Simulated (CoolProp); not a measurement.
The numbers come from the reference Helmholtz-energy equation of state, Platzer 1990 in CoolProp. This equation is an older, rougher fit.

Question: For R21, give the phase and the density (kg/m³), speed of sound (m/s), Joule-Thomson coefficient (K/MPa) at 473 K and 19.8 bar; 473 K and 24.2 bar; 473 K and 26.4 bar.

Answer: 
- 473 K and 19.8 bar: gas; density 58.8, speed of sound 189, Joule-Thomson coefficient 11.2
- 473 K and 24.2 bar: gas; density 74.4, speed of sound 184, Joule-Thomson coefficient 11.4
- 473 K and 26.4 bar: gas; density 82.7, speed of sound 182, Joule-Thomson coefficient 11.6
